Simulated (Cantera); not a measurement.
A perfectly stirred reactor is fed with 4.70 % CH4, 20.0 % O2, 75.3 % N2, equivalence ratio 0.47, at 500000 Pa; it is adiabatic with a 625 K inlet, and is followed from long to short residence time, starting on the burning branch (τ in s: 0.065, 0.026, 0.011, 0.0043, 0.0017, 0.00071, 0.00029, 0.00012, 4.7e-05, 1.9e-05, 7.6e-06, 3.1e-06).

Model: GRI-Mech 3.0 (53 species, 325 reactions), integrated in Cantera.

### Question
Predict: blow-out, bracketed by the residence times tried; x(CH4) at τ = 65.0 ms; x(O2) at τ = 65.0 ms; x(NO2) at τ = 65.0 ms; x(HO2) at τ = 65.0 ms; x(CH2O) at τ = 65.0 ms; x(CH4) at τ = 0.290 ms; x(O2) at τ = 0.290 ms.

### Answer
```
Property                                                                         Value
------------------------------------------------  ------------------------------------
blow-out, bracketed by the residence times tried  burning at 0.710 ms, out at 0.290 ms
x(CH4) at τ = 65.0 ms                                                          1.20e-5
x(O2) at τ = 65.0 ms                                                             0.106
x(NO2) at τ = 65.0 ms                                                          3.22e-8
x(HO2) at τ = 65.0 ms                                                          1.71e-6
x(CH2O) at τ = 65.0 ms                                                         1.12e-6
x(CH4) at τ = 0.290 ms                                                          0.0470
x(O2) at τ = 0.290 ms                                                            0.200
```
